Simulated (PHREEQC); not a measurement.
Dissolve 0.11 mol/kgw MgCl2, 0.0014 mol/kgw CO2 and 0.00099 mol/kgw KCl at 80 °C. Closed to the air; pH follows from the charge balance.

Equilibrium calculation in PHREEQC: ion-association model, phreeqc.dat.

- pH: 4.46
- ionic strength: 0.331 mol/kgw
- activity of water: 0.994
- specific conductance: 46300 µS/cm
- density: 0.981 g/cm³

| species | molality | activity | log γ |
|---|---|---|---|
| Cl- | 0.221 | 0.144 | -0.187 |
| Mg+2 | 0.110 | 0.0297 | -0.569 |
| CO2 | 0.00136 | 0.00146 | 0.033 |
| K+ | 0.000990 | 0.000638 | -0.191 |
| H+ | 4.52e-5 | 3.44e-5 | -0.119 |
| HCO3- | 2.81e-5 | 1.94e-5 | -0.160 |
| MgHCO3+ | 1.68e-5 | 1.10e-5 | -0.185 |
| MgOH+ | 2.89e-7 | 2.07e-7 | -0.145 |
| (CO2)2 | 1.37e-7 | 1.48e-7 | 0.033 |
| OH- | 1.17e-8 | 7.46e-9 | -0.195 |
| MgCO3 | 2.59e-9 | 2.79e-9 | 0.033 |

No solid was allowed to form. Species that the database lacks are ignored. At this temperature some constants are extrapolated from 25 °C, and those without enthalpy data are left unchanged.
